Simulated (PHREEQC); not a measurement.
Make-up at 14 °C: 0.0071 mol CaCl2, 0.00014 mol CO2 and 0.00168 mol KCl per kg of water. Closed to the air; pH follows from the charge balance.

The numbers come from PHREEQC with the ion-association model, wateq4f.dat.

```
Quantity                 Value
--------------  --------------
pH                        5.14
ionic strength  0.0230 mol/kgw
```

```csv
species,molality,activity,log γ
Cl-,0.0159,0.0137,-0.064
Ca+2,0.00710,0.00409,-0.240
K+,0.00168,0.00145,-0.064
CO2,0.000132,0.000132,0.002
H+,8.18e-6,7.25e-6,-0.053
HCO3-,7.85e-6,6.84e-6,-0.060
CaHCO3+,3.30e-7,2.88e-7,-0.059
```

No solid was allowed to form. At this temperature some constants are extrapolated from 25 °C, and those without enthalpy data are left unchanged.
